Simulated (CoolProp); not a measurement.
A closed Brayton cycle with carbon dioxide: compressor inlet 331.15 K and 8.9 MPa, high pressure 23 MPa, turbine inlet 870 K, compressor efficiency 0.8, turbine efficiency 0.9, recuperator effectiveness 0.95 (on enthalpy, no pinch check). Each further row changes one setting.

The numbers come from the reference Helmholtz-energy equation of state, Span 1996 in CoolProp.

```tsv
case	thermal efficiency (%)	net work (kJ/kg)	compressor to turbine work	compressor exit (K)	turbine exit (K)
as stated	35.4	79.5	0.40	412.9	752.4
turbine inlet 820 K	33.3	[?]	0.43	412.9	[?]
compressor inlet 341.15 K	34.0	73.2	0.45	429.0	752.4
high pressure 19.6 MPa	34.8	69.0	[?]	398.7	771.7
recuperator effectiveness 0.5	19.8	79.5	0.40	412.9	752.4
```

Problem. Complete the blanks.

Solution. 
- turbine inlet 820 K, net work (kJ/kg): 71.0
- turbine inlet 820 K, turbine exit (K): 706.6
- high pressure 19.6 MPa, compressor to turbine work: 0.38
